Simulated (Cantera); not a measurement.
Cantera run, input and output.

```python
import numpy as np
import cantera as ct

gas = ct.Solution("gri30.yaml")
gas.TP = 300, 64000
flame = ct.CounterflowDiffusionFlame(gas, width=0.02)
flame.fuel_inlet.X, flame.fuel_inlet.T = {'CO': 1, 'H2': 0.11, 'CH4': 1}, 400
flame.oxidizer_inlet.X, flame.oxidizer_inlet.T = {'O2': 0.23, 'N2': 0.77}, 500
flame.set_refine_criteria(ratio=3, slope=0.12, curve=0.24, prune=0.03)
show = ['OH', 'H', 'NO', 'CO', 'C2H2']

rows = []
print(f"{'mdot':>8s}{'a_max':>10s}{'a_mean':>10s}{'Tmax/K':>9s}" + "".join(f"{s:>11s}" for s in show) + "   (peak mole fractions)")
for i, mdot in enumerate([0.38, 0.58, 0.87, 1.3, 2, 3, 4.5, 6.8]):  # kg/m2/s on the oxidiser side
    flame.oxidizer_inlet.mdot, flame.fuel_inlet.mdot = mdot, 1.1 * mdot
    flame.solve(loglevel=0, auto=(i == 0))
    if flame.T.max() < max(400, 500) + 100:
        print(f"{mdot:8.3g}  no burning solution found from the previous one")
        break
    dT = np.abs(np.gradient(flame.T, flame.grid))
    rows.append([flame.strain_rate("max"), flame.strain_rate("mean"), flame.T.max(),
                 *(flame.X[gas.species_index(s)].max() for s in show), max(dT[0], dT[-1]) / dT.max()])
    print(f"{mdot:8.3g}{rows[-1][0]:10.1f}{rows[-1][1]:10.1f}{rows[-1][2]:9.1f}" + "".join(f"{x:11.3e}" for x in rows[-1][3:-1]))
```

Output:

```
    mdot     a_max    a_mean   Tmax/K         OH          H         NO         CO       C2H2   (peak mole fractions)
    0.38     421.9      94.4   2105.4  9.971e-03  7.582e-03  2.229e-04  4.739e-01  9.947e-03
    0.58     619.6     144.1   2079.0  9.608e-03  7.954e-03  1.860e-04  4.740e-01  9.408e-03
    0.87     901.6     216.2   2053.6  9.219e-03  8.262e-03  1.499e-04  4.740e-01  8.761e-03
     1.3    1310.7     323.0   2024.5  8.720e-03  8.411e-03  1.132e-04  4.740e-01  7.859e-03
       2    1957.9     496.9   1981.6  7.875e-03  8.229e-03  7.332e-05  4.741e-01  6.411e-03
       3    2848.8     745.4   1921.1  6.643e-03  7.432e-03  3.784e-05  4.742e-01  4.429e-03
     4.5  no burning solution found from the previous one
```

Cantera simulation using GRI-Mech 3.0 (53 species, 325 reactions); the numbers are that mechanism's predictions, not measurements. GRI-Mech 3.0 has no aromatics or soot, which form on the fuel side of real flames. The maximum strain rate includes the flame's own expansion and is several times the mean. A flux with no burning solution from the previous one only brackets extinction.
